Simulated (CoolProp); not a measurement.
A single-stage vapour-compression cycle with the fluid: evaporating at 203.15 K (dew point), condensing at 256.15 K (bubble point), superheat 10 K, subcooling 8 K, compressor efficiency 0.9, no pressure losses. The same conditions are run with several fluids, on thermodynamics alone (safety and materials aside).

Model: reference Helmholtz-energy equation of state of each fluid (ethane: Bücker 2006; propylene: Lemmon 2013; CH3F (R41): Lemmon 2006; nitrous oxide: Lemmon 2006; hydrogen sulfide: Lemmon 2006; C3F8 (R218): Lemmon 2006), in CoolProp.

Task: Rank ethane, propylene, CH3F (R41), nitrous oxide, hydrogen sulfide, C3F8 (R218) by cooling COP, highest first.

Result: propylene (2.92), C3F8 (R218) (2.77), ethane (2.73), hydrogen sulfide (2.71), CH3F (R41) (2.67), nitrous oxide (2.64)

```tsv
fluid	pressure ratio	discharge temperature (K)	refrigerating effect (kJ/kg)	volumetric capacity (kJ/m³)
ethane	6.18	307.5	356	1600
propylene	10.5	309.9	376	291
CH3F (R41)	7.95	354.4	390	1230
nitrous oxide	7.20	347.3	279	1980
hydrogen sulfide	10.0	392.3	477	561
C3F8 (R218)	13.7	260.2	79.9	144
```
